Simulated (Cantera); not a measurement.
Cantera run:

```python
import numpy as np
import cantera as ct

gas_names = """
    B BCL BCL2 BCL3 BH BH2 BH3 BN B2 CL CL2 H HCL H2 N NH NH2 NH3 N2 N2H2 N2H4
""".split()
cond_names = """
    B(b) B(L) BN(s) NH4CL(a) NH4CL(b)
""".split()


def load(file, names, dense=False):
    # The tables refer to 1 bar. Condensed volumes are neglected.
    table = {s.name: s for s in ct.Species.list_from_file(file)}
    out = []
    for n in names:
        d = dict(table[n].input_data)
        d["thermo"] = dict(d["thermo"], **{"reference-pressure": 1e5})
        if dense:
            d["equation-of-state"] = {"model": "constant-volume", "density": "1e6 g/cm^3"}
        out.append(ct.Species.from_dict(d))
    return out


gas = ct.Solution(thermo="ideal-gas", species=load("nasa_gas.yaml", gas_names))
cond = {s.name: ct.Solution(thermo="fixed-stoichiometry", species=[s], name=s.name)
        for s in load("nasa_condensed.yaml", cond_names, dense=True)}
atoms = {
    'BCl3': {'B': 1, 'CL': 3},
    'NH3': {'N': 1, 'H': 3},
}
top_T = {'BN(s)': 3200}  # K; cautious upper limits of use, not melting points


def equilibrate(T, P, feed):
    n = {}
    for name, mol in feed.items():
        for a, k in atoms[name].items():
            n[a] = n.get(a, 0.0) + k * mol
    gas.TPX = T, P, n
    mass = sum(n.values()) * gas.mean_molecular_weight
    gas.equilibrate("TP")
    valid = [c for c in cond.values() if c.min_temp <= T <= top_T.get(c.name, c.max_temp)]
    mix = ct.Mixture([(gas, mass / gas.mean_molecular_weight)] + [(c, 0.0) for c in valid])
    mix.T, mix.P = T, P
    mix.equilibrate("TP", solver="vcs", rtol=1e-11, max_steps=5000)
    return mix


results = []
feed = {'BCl3': 1, 'NH3': 0.27}  # mol
P = 13000  # Pa
for T in [798, 898, 998, 1098, 1198, 1298, 1398, 1498, 1598, 1698, 1798]:
    mix = equilibrate(T, P, feed)
    results.append((T, P, feed, dict(zip(mix.species_names, mix.species_moles))))
    x = sorted(zip(gas.X, gas.species_names), reverse=True)
    print(f"T = {T:g} K  P = {P:g} Pa  gas = {mix.phase_moles(0):.4g} mol")
    print("   x: " + "  ".join(f"{s} {v:.3e}" for v, s in x if v > 1e-06))
    print("   condensed (mol): " + ("  ".join(f"{mix.phase(i).name} {mix.phase_moles(i):.4g}"
          for i in range(1, mix.n_phases) if mix.phase_moles(i) > 1e-12) or "none"))
```

Result:

```
T = 798 K  P = 13000 Pa  gas = 1.54 mol
   x: HCL 5.257e-01  BCL3 4.741e-01  H2 1.149e-04  N2 3.829e-05
   condensed (mol): BN(s) 0.2699
T = 898 K  P = 13000 Pa  gas = 1.54 mol
   x: HCL 5.253e-01  BCL3 4.743e-01  H2 3.430e-04  N2 1.143e-04
   condensed (mol): BN(s) 0.2696
T = 998 K  P = 13000 Pa  gas = 1.54 mol
   x: HCL 5.243e-01  BCL3 4.746e-01  H2 8.233e-04  N2 2.744e-04
   condensed (mol): BN(s) 0.2692
T = 1098 K  P = 13000 Pa  gas = 1.54 mol
   x: HCL 5.226e-01  BCL3 4.751e-01  H2 1.682e-03  N2 5.606e-04
   condensed (mol): BN(s) 0.2683
T = 1198 K  P = 13000 Pa  gas = 1.54 mol
   x: HCL 5.199e-01  BCL3 4.760e-01  H2 3.039e-03  N2 1.013e-03  CL 4.315e-06  BCL2 2.335e-06
   condensed (mol): BN(s) 0.2669
T = 1298 K  P = 13000 Pa  gas = 1.54 mol
   x: HCL 5.160e-01  BCL3 4.773e-01  H2 4.985e-03  N2 1.661e-03  CL 1.833e-05  BCL2 1.734e-05
   condensed (mol): BN(s) 0.2649
T = 1398 K  P = 13000 Pa  gas = 1.54 mol
   x: HCL 5.108e-01  BCL3 4.789e-01  H2 7.564e-03  N2 2.527e-03  BCL2 9.636e-05  CL 6.350e-05  H 1.141e-06
   condensed (mol): BN(s) 0.2622
T = 1498 K  P = 13000 Pa  gas = 1.54 mol
   x: HCL 5.043e-01  BCL3 4.807e-01  H2 1.076e-02  N2 3.629e-03  BCL2 4.245e-04  CL 1.869e-04  BCL 1.013e-05  H 4.943e-06  CL2 1.366e-06
   condensed (mol): BN(s) 0.2588
T = 1598 K  P = 13000 Pa  gas = 1.542 mol
   x: HCL 4.965e-01  BCL3 4.819e-01  H2 1.446e-02  N2 5.027e-03  BCL2 1.545e-03  CL 4.822e-04  BCL 8.120e-05  H 1.775e-05  CL2 2.564e-06
   condensed (mol): BN(s) 0.2545
T = 1698 K  P = 13000 Pa  gas = 1.545 mol
   x: HCL 4.872e-01  BCL3 4.810e-01  H2 1.842e-02  N2 6.924e-03  BCL2 4.773e-03  CL 1.120e-03  BCL 5.008e-04  H 5.443e-05  CL2 4.511e-06
   condensed (mol): BN(s) 0.2486
T = 1798 K  P = 13000 Pa  gas = 1.556 mol
   x: HCL 4.762e-01  BCL3 4.740e-01  H2 2.216e-02  BCL2 1.270e-02  N2 9.937e-03  BCL 2.439e-03  CL 2.392e-03  H 1.454e-04  CL2 7.594e-06
   condensed (mol): BN(s) 0.2391
```

Method: chemical equilibrium by Gibbs-energy minimisation in Cantera with the NASA 1993 tables (ideal gas, pure condensed phases). The tables' values for BCl2, BCl are old estimates; treat these amounts as uncertain. Gases not in the tables: BHCl2.
